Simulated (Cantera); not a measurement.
Charge: 1 mol SiO2, 1.8 mol Cl2, a varied amount of H2, at 1075 K and 4.00 Pa.

Method: chemical equilibrium by Gibbs-energy minimisation in Cantera with the NASA 1993 tables (ideal gas, pure condensed phases). Candidate condensed phases: H2O, Si, SiO2; 30 gas species. The numbers say what is thermodynamically allowed, not how fast it happens.

x: gas mole fraction; n: condensed amount in mol.

```tsv
n(H2) (mol)	x HCl	x Cl2	x H2	x Cl	x H2O	x SiCl4	n SiO2(β-quartz)
0.76	0.564	0.335	1.37e-10	0.101	2.81e-6	6.61e-6	1.000
0.9	0.636	0.273	2.14e-10	0.0911	3.81e-6	5.82e-6	1.000
1.1	0.729	0.194	3.97e-10	0.0768	5.40e-6	5.00e-6	1.000
1.3	[?]	[?]	[?]	[?]	[?]	4.57e-6	1.000
1.5	0.889	0.0664	1.72e-9	0.0450	8.44e-6	4.52e-6	1.000
1.8	1.000	1.39e-6	0.000104	0.000205	1.01e-5	5.05e-6	1.000
2.2	0.900	1.17e-9	0.100	5.97e-6	8.91e-6	4.26e-6	1.000
2.6	[?]	[?]	[?]	[?]	[?]	[?]	1.000
3.1	0.735	2.94e-10	0.265	2.99e-6	6.97e-6	3.10e-6	1.000
```

Q: What belongs in the gaps?

A: 
- 2.6, x HCl: 0.818
- 2.6, x Cl2: 5.32e-10
- 2.6, x H2: 0.182
- 2.6, x Cl: 4.02e-6
- 2.6, x H2O: 7.93e-6
- 2.6, x SiCl4: 3.67e-6
- 1.3, x HCl: 0.813
- 1.3, x Cl2: 0.125
- 1.3, x H2: 7.61e-10
- 1.3, x Cl: 0.0618
- 1.3, x H2O: 7.02e-6
